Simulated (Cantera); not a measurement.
Feed: 1 mol SiH₂Cl₂, 4.5 mol NH₃, 32 mol H₂, held at 0.490 bar.

Method: chemical equilibrium by Gibbs-energy minimisation in Cantera with the NASA 1993 tables (ideal gas, pure condensed phases). Candidate condensed phases: NH₄Cl, Si, Si₃N₄; 28 gas species. Gases not in the tables: Si₂H₆ and higher silanes. Equilibrium is a limit: real reactors are often held back by kinetics, nucleation or transport.

Over these rows the condensed part is Si₃N₄(s). Partial pressures as log10 of bar:

```
T (K)  1000/T (1/K)  log p Si  log p H₂  log p HCl  log p N₂
-----  ------------  --------  --------  ---------  --------
1723         0.5804     -6.61     -0.35      -1.67     -1.72
1748         0.5721         ?     -0.35      -1.68     -1.72
1773         0.5640     -6.03     -0.35      -1.69     -1.72
1798         0.5562     -5.75     -0.35      -1.70     -1.71
1823         0.5485     -5.48     -0.35      -1.72     -1.71
1848         0.5411     -5.22     -0.35      -1.73     -1.70
```

Task: Fit log p(Si) = a + b·(1000/T) to the five rows, give the apparent enthalpy, and predict the row at 1748 K.

Result: Means: 1000/T = 0.5580, log p = -5.818. Sxy = -0.032452, Sxx = 0.0009169, so b = -35.40 and a = -5.818 − (-35.40)×0.5580 = 13.94.
Apparent enthalpy: −19.145 × (-35.40) = 678 kJ/mol. With the condensed phases at unit activity, 1/3 Si₃N₄(s) = Si(g) + 2/3 N₂(g) links this pressure to the main gases: over the six rows their terms move log p by -0.01 in all, so the slope is close to that reaction's ΔH°. The five rows lie within 0.01 of the line.
Prediction at 1748 K: 13.94 + (-35.40)×0.5721 = -6.31. The computed value is -6.31, 0.00 from the line.
